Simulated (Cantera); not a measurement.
Input (Python, Cantera) and output of one run.

```python
import numpy as np
import cantera as ct

gas_names = """
    H HO2 H2 H2O H2O2 Li LiH LiO LiOH Li2 Li2O Li2O2 Li2O2H2 O OH O2 O3
""".split()
cond_names = """
    H2O(s) H2O(L) Li(cr) Li(L) LiH(s) LiH(L) LiOH(s) LiOH(L) Li2O(s) Li2O(L)
""".split()


# ... load() reads the species with a 1 bar reference pressure and builds the phases ...
atoms = {
    'LiOH': {'Li': 1, 'O': 1, 'H': 1},
    'H2': {'H': 2},
}
top_T = {}  # K; cautious upper limits of use, not melting points


# ... equilibrate(T, P, feed) seeds the gas with the atoms and calls Mixture.equilibrate('TP', solver="vcs", rtol=1e-11, max_steps=5000) ...
results = []
feed = {'LiOH': 1, 'H2': 0.73}  # mol
P = 580000  # Pa
for T in [1075, 1125, 1175, 1225, 1275, 1325, 1375, 1425, 1475, 1525, 1575, 1625, 1675]:
    mix = equilibrate(T, P, feed)
    results.append((T, P, feed, dict(zip(mix.species_names, mix.species_moles))))

top = {s: max(r[3][s] / sum(r[3][g] for g in gas_names) for r in results) for s in gas_names}
cols = sorted((s for s in top if top[s] > 1e-06), key=lambda s: -top[s])[:5]
seen = [c for c in cond_names if any(r[3].get(c, 0) > 1e-12 for r in results)]
print("log10 of partial pressures in bar; condensed amounts in mol")
print(f"{'T/K':>10s}" + "".join(f"{s[:9]:>10s}" for s in cols + seen))
for T, P, feed, n in results:
    ng = sum(n[g] for g in gas_names)
    print(f"{T:10.4g}" + "".join(f"{np.log10(max(n[s] / ng * P / 1e5, 1e-99)):10.3f}" for s in cols)
          + "".join(f"{n.get(c, 0):10.4g}" for c in seen))
```

Output:

```
log10 of partial pressures in bar; condensed amounts in mol
       T/K        H2       H2O      LiOH   Li2O2H2        Li   LiOH(L)   Li2O(s)
      1075     0.741    -0.539    -4.259    -5.011    -8.276    0.9234   0.03831
      1125     0.733    -0.409    -3.801    -4.631    -7.639    0.8948   0.05261
      1175     0.724    -0.294    -3.385    -4.290    -7.057    0.8599   0.07002
      1225     0.712    -0.193    -3.007    -3.981    -6.523    0.8183   0.09078
      1275     0.700    -0.102    -2.660    -3.702    -6.032    0.7693    0.1151
      1325     0.685    -0.022    -2.342    -3.449    -5.580    0.7124    0.1434
      1375     0.669     0.051    -2.049    -3.218    -5.162    0.6467    0.1758
      1425     0.651     0.116    -1.779    -3.008    -4.775    0.5711    0.2129
      1475     0.631     0.175    -1.530    -2.815    -4.416    0.4839    0.2553
      1525     0.608     0.228    -1.298    -2.638    -4.083    0.3826    0.3037
      1575     0.583     0.276    -1.083    -2.475    -3.773    0.2635    0.3597
      1625     0.554     0.319    -0.882    -2.325    -3.486    0.1206    0.4253
      1675     0.529     0.345    -0.702    -2.201    -3.207         0    0.4771
```

These are equilibrium values from Cantera (NASA tables, ideal gas, pure condensed phases), not measurements of a reactor. Mutual solubility and eutectic melting of coexisting phases are not modelled.
